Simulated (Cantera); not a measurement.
Input: 1 mol PbO, 1.3 mol CO, 0.16 mol N₂, at 850 °C.

Cantera equilibrium calculation (NASA polynomials, part measured and part estimated; ideal gas, pure solids and liquids). Candidate condensed phases: C, Pb, PbO, PbO₂, Pb₃O₄; 27 gas species. Kinetics and transport are ignored.

**Question.** Which condensed phases are stable at each of these points (P (Pa)): 10, 42, 180, 750, 3200, 13000, 56000, 240000, 1000000?

**Answer.** 
```tsv
P (Pa)	condensed phases	Pb condensed (%)
10	gas only	0.0
42	gas only	0.0
180	Pb(l)	83.5
750	Pb(l)	96.4
3200	Pb(l)	99.2
13000	Pb(l)	99.8
56000	Pb(l)	100.0
240000	Pb(l)	100.0
1000000	Pb(l)	100.0
```

From 10.0 Pa to 42.0 Pa nothing is condensed. From 180 Pa to 1000000 Pa the condensed part is Pb(l).
